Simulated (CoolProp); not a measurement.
Vapour-liquid equilibrium of R143a (1) + R134a (2) at -29.25 °C; x and y are mole fractions of (1).

Computed with CoolProp (multi-fluid Helmholtz-energy mixture model, Lemmon and Jacobsen 2000 and Tillner-Roth 1994; pair parameters Lemmon 2004).

Q: Give the bubble pressure and the first vapour's composition at x = 0.5, 0.8, 0.95. Is there an azeotrope?

A: x = 0.5: 1.537 bar, y = 0.705; x = 0.8: 1.941 bar, y = 0.904; x = 0.95: 2.145 bar, y = 0.978. No azeotrope shows between x = 0.05 and 0.95.

The pair parameters rest on a limited set of measurements; away from them the model extrapolates.
